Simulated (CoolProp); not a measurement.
Cyclopentane along the isobar 17800 kPa: density (kg/m³) from the reference equation and from simpler models built on Tc = 238.6 °C, pc = 4583 kPa, ω = 0.202; each cubic takes its own stable root.

The numbers come from the reference Helmholtz-energy equation of state, Gedanitz 2015 in CoolProp.

```
T (°C)   phase  reference  van der Waals  Peng-Robinson
------  ------  ---------  -------------  -------------
22.85   liquid      758.0          501.0          821.3
48.55   liquid      735.3          490.5          799.5
74.25   liquid      711.9          479.6          775.8
99.95   liquid      687.7          468.4          750.0
125.65  liquid      662.6          456.9          721.8
151.35  liquid      636.5          444.9          691.0
177.05  liquid      609.4          432.5          657.5
202.75  liquid      581.2          419.6          621.0
228.45  liquid      551.5          406.3          581.6
```
